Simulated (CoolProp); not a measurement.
Sulfur dioxide at several states: density (kg/m³) from the reference equation and from simpler models built on Tc = 430.6 K, pc = 7.887 MPa, ω = 0.256; each cubic takes its own stable root.

Model: reference Helmholtz-energy equation of state, Gao 2016, in CoolProp.

```tsv
T (K)	p (MPa)	phase	reference
223.4	19.6	liquid	1584
310.7	2	liquid	1334
388.5	0.0917	gas	1.829
290.3	35	liquid	1447
```

### Question
How far does each simpler model (van der Waals, Redlich-Kwong, Peng-Robinson) lie from the reference over these 4 states: mean and median of the absolute difference, and the worst?

### Answer
- van der Waals: mean 29.6 %, median 38.9 %, worst -40.7 % at 310.7 K and 2 MPa
- Redlich-Kwong: mean 9.7 %, median 12.3 %, worst -14.2 % at 310.7 K and 2 MPa
- Peng-Robinson: mean 0.8 %, median 0.8 %, worst +1.5 % at 290.3 K and 35 MPa
